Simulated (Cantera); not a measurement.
Mixture: CH₄ : O₂ : N₂ : H₂O = 1 : 1.33 : 4.4 : 0.7 (molar parts), equivalence ratio 1.5, at 750 Torr, adiabatic and at constant volume. Ignition delay is the time to a rise of 400 K.

Detailed kinetics in Cantera: GRI-Mech 3.0 (53 species, 325 reactions).

Q: What does this change do: 0.047 parts H2 added?

A: 
```csv
quantity,before,after
delay at 1300 K,16.0 ms,10.6 ms
delay at 1400 K,4.63 ms,3.39 ms
delay at 1500 K,1.48 ms,1.17 ms
delay at 1600 K,0.537 ms,0.452 ms
delay at 1700 K,0.224 ms,0.198 ms
apparent activation energy between 1600 and 1700 K,200 kJ/mol,190 kJ/mol
```
